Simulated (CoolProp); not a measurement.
Vapour-liquid equilibrium of CH2F2 (R32) (1) + dimethyl ether (2) at 189 K; x and y are mole fractions of (1).

Computed with CoolProp (multi-fluid Helmholtz-energy mixture model, Tillner-Roth 1997 and Wu 2011; pair parameters Bell 2016).

| x | bubble pressure (kPa) | y at the bubble point | dew pressure at overall composition x (kPa) | liquid density (mol/L) |
|---|---|---|---|---|
| 0.05 | (withheld) | (withheld) | 3.005 | 17.90 |
| 0.2 | 5.106 | 0.551 | 3.420 | 18.74 |
| 0.35 | 6.951 | 0.735 | 3.975 | (withheld) |
| 0.5 | 8.742 | 0.838 | 4.758 | 20.68 |
| 0.65 | (withheld) | (withheld) | 5.950 | (withheld) |
| 0.8 | 11.89 | 0.947 | 7.989 | 23.04 |
| 0.95 | (withheld) | 0.987 | (withheld) | 24.46 |

### Question
Some entries are withheld; supply them.

### Answer

- 0.05, bubble pressure (kPa): 3.392
- 0.05, y at the bubble point: 0.191
- 0.35, liquid density (mol/L): 19.66
- 0.65, bubble pressure (kPa): 10.38
- 0.65, y at the bubble point: 0.902
- 0.65, liquid density (mol/L): 21.79
- 0.95, bubble pressure (kPa): 13.35
- 0.95, dew pressure at overall composition x (kPa): 11.98

No azeotrope shows between x = 0.05 and 0.95.

The pair parameters rest on a limited set of measurements; away from them the model extrapolates. The gap from Raoult's law changes sign with composition, which may be real or a fault of the pair parameters; it wasn't checked against measurements.
